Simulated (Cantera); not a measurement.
# Gas-phase reforming

An isothermal, constant-pressure homogeneous reactor starts with CH₄ : H₂O = 1 : 0.34 (molar parts), at 1375 K and 0.360 bar.

Model: GRI-Mech 3.0 (53 species, 325 reactions), integrated in Cantera. GRI-Mech 3.0 stops at C3 and has no aromatics, soot or wall deposition, so with more carbon than oxygen in the feed, carbon stays in small species such as C2H2 where larger ones or solid carbon would form.

```json
[
 {"t (s)": "0.000200", "x CH₄": "0.746", "x H₂O": "0.254", "x C₂H₆": "2.51e-8", "x HCO": "<1e-12", "x CH₂": "1.72e-12", "x C₂H": "<1e-12", "x HO₂": "<1e-12"},
 {"t (s)": "0.000735", "x CH₄": "0.746", "x H₂O": "0.254", "x C₂H₆": "1.10e-6", "x HCO": "<1e-12", "x CH₂": "1.91e-11", "x C₂H": "<1e-12", "x HO₂": "<1e-12"},
 {"t (s)": "0.00270", "x CH₄": "0.746", "x H₂O": "0.254", "x C₂H₆": "2.18e-5", "x HCO": "<1e-12", "x CH₂": "7.06e-11", "x C₂H": "<1e-12", "x HO₂": "<1e-12"},
 {"t (s)": "0.00993", "x CH₄": "0.746", "x H₂O": "0.254", "x C₂H₆": "0.000125", "x HCO": "<1e-12", "x CH₂": "1.06e-10", "x C₂H": "<1e-12", "x HO₂": "<1e-12"},
 {"t (s)": "0.0365", "x CH₄": "0.745", "x H₂O": "0.254", "x C₂H₆": "0.000461", "x HCO": "2.76e-12", "x CH₂": "2.09e-10", "x C₂H": "<1e-12", "x HO₂": "<1e-12"},
 {"t (s)": "0.134", "x CH₄": "0.739", "x H₂O": "0.253", "x C₂H₆": "0.00103", "x HCO": "1.10e-11", "x CH₂": "3.83e-10", "x C₂H": "1.34e-12", "x HO₂": "<1e-12"},
 {"t (s)": "0.493", "x CH₄": "0.714", "x H₂O": "0.250", "x C₂H₆": "0.000977", "x HCO": "1.29e-11", "x CH₂": "3.98e-10", "x C₂H": "2.56e-11", "x HO₂": "<1e-12"},
 {"t (s)": "1.81", "x CH₄": "0.633", "x H₂O": "0.238", "x C₂H₆": "0.000586", "x HCO": "9.43e-12", "x CH₂": "3.84e-10", "x C₂H": "1.28e-10", "x HO₂": "<1e-12"},
 {"t (s)": "6.66", "x CH₄": "0.460", "x H₂O": "0.212", "x C₂H₆": "0.000244", "x HCO": "7.43e-12", "x CH₂": "3.82e-10", "x C₂H": "3.15e-10", "x HO₂": "<1e-12"},
 {"t (s)": "24.5", "x CH₄": "0.238", "x H₂O": "0.173", "x C₂H₆": "0.000117", "x HCO": "2.56e-11", "x CH₂": "4.19e-10", "x C₂H": "6.52e-10", "x HO₂": "<1e-12"},
 {"t (s)": "90.0", "x CH₄": "0.175", "x H₂O": "0.125", "x C₂H₆": "0.000112", "x HCO": "1.50e-10", "x CH₂": "3.46e-10", "x C₂H": "7.40e-10", "x HO₂": "<1e-12"}
]
```
x: mole fraction; the columns are a selection and need not sum to one.

Equilibrium at this temperature and pressure: CH₄ 0.154, H₂O 7.01e-7, C₂H₆ 7.43e-5, HCO 6.76e-10, CH₂ 1.11e-10, C₂H 3.12e-10, HO₂ <1e-12 (gas phase only).
